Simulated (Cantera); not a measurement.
Cantera run:

```python
import numpy as np
import cantera as ct

gas_names = """
    B BCL BCL2 BCL3 BH BH2 BH3 B2 CL CL2 H HCL H2
""".split()
cond_names = """
    B(b) B(L)
""".split()


# ... load() reads the species with a 1 bar reference pressure and builds the phases ...
atoms = {
    'BCl3': {'B': 1, 'CL': 3},
    'H2': {'H': 2},
}
top_T = {}  # K; cautious upper limits of use, not melting points


# ... equilibrate(T, P, feed) seeds the gas with the atoms and calls Mixture.equilibrate('TP', solver="vcs", rtol=1e-11, max_steps=5000) ...
results = []
feed = {'BCl3': 1, 'H2': 3.4}  # mol
P = 1200  # Pa
for T in [1348, 1398, 1448, 1498, 1548, 1598, 1648, 1698]:
    mix = equilibrate(T, P, feed)
    results.append((T, P, feed, dict(zip(mix.species_names, mix.species_moles))))

top = {s: max(r[3][s] / sum(r[3][g] for g in gas_names) for r in results) for s in gas_names}
cols = sorted((s for s in top if top[s] > 1e-05), key=lambda s: -top[s])[:9]
seen = [c for c in cond_names if any(r[3].get(c, 0) > 1e-12 for r in results)]
print("log10 of partial pressures in bar; condensed amounts in mol")
print(f"{'T/K':>10s}" + "".join(f"{s[:9]:>10s}" for s in cols + seen))
for T, P, feed, n in results:
    ng = sum(n[g] for g in gas_names)
    print(f"{T:10.4g}" + "".join(f"{np.log10(max(n[s] / ng * P / 1e5, 1e-99)):10.3f}" for s in cols)
          + "".join(f"{n.get(c, 0):10.4g}" for c in seen))
```

Output:

```
log10 of partial pressures in bar; condensed amounts in mol
       T/K        H2       HCL      BCL3       BCL      BCL2         H        CL       BH2      B(b)
      1348    -2.172    -2.393    -2.914    -5.846    -5.289    -6.722    -7.021    -7.939    0.5233
      1398    -2.186    -2.360    -2.959    -5.486    -5.063    -6.418    -6.676    -7.683    0.5666
      1448    -2.198    -2.331    -3.008    -5.153    -4.856    -6.135    -6.356    -7.446    0.6065
      1498    -2.211    -2.307    -3.059    -4.845    -4.668    -5.870    -6.060    -7.225     0.642
      1548    -2.222    -2.286    -3.114    -4.560    -4.497    -5.623    -5.784    -7.018    0.6719
      1598    -2.233    -2.269    -3.173    -4.296    -4.342    -5.390    -5.528    -6.825    0.6946
      1648    -2.243    -2.257    -3.238    -4.051    -4.203    -5.172    -5.291    -6.643    0.7078
      1698    -2.251    -2.248    -3.310    -3.824    -4.079    -4.965    -5.071    -6.472    0.7086
```

Equilibrium computed with Cantera from the NASA thermochemical tables; the gas is ideal and each condensed phase is pure. The tables' values for BCl, BCl2, BH2 are old estimates; treat these amounts as uncertain. Gases not in the tables: BHCl2.
